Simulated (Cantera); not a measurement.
A perfectly stirred reactor is fed with CH4 : CO : O2 : N2 = 1 : 0.75 : 3.83 : 14.4 (molar parts), at 3750 Torr; it is adiabatic with a 575 K inlet, and is followed from long to short residence time, starting on the burning branch (τ in s: 0.21, 0.058, 0.017, 0.0047, 0.0013, 0.00037, 0.0001, 3e-05, 8.4e-06).

Detailed kinetics in Cantera: GRI-Mech 3.0 (53 species, 325 reactions).

x: mole fraction; the columns are a selection and need not sum to one.

| τ (s) | T (K) | x CH4 | x CO | x O2 | x H | x HO2 |
|---|---|---|---|---|---|---|
| 0.21 | 1970 | 1.05e-6 | 0.000196 | 0.0739 | 4.32e-6 | 1.80e-6 |
| 0.058 | 1969 | 3.41e-6 | 0.000299 | 0.0740 | 5.92e-6 | 2.00e-6 |
| 0.017 | 1966 | ___ | ___ | 0.0741 | ___ | ___ |
| 0.0047 | 1957 | 2.33e-5 | 0.00131 | 0.0744 | 2.99e-5 | 4.38e-6 |
| 0.0013 | 1938 | 5.54e-5 | 0.00303 | 0.0750 | 9.18e-5 | 9.02e-6 |
| 0.00037 | 1899 | 0.000133 | 0.00685 | 0.0768 | 0.000268 | 2.00e-5 |
| 0.00010 | 1808 | ___ | ___ | 0.0818 | ___ | ___ |
| 3.0e-5 | 575 | 0.0501 | 0.0375 | 0.192 | <1e-12 | <1e-12 |
| 8.4e-6 | 575 | 0.0501 | 0.0375 | 0.192 | <1e-12 | <1e-12 |

Some entries are withheld; supply them.


- 0.017, x CH4: 9.28e-6
- 0.017, x CO: 0.000578
- 0.017, x H: 1.12e-5
- 0.017, x HO2: 2.59e-6
- 0.00010, x CH4: 0.000408
- 0.00010, x CO: 0.0164
- 0.00010, x H: 0.000671
- 0.00010, x HO2: 4.97e-5
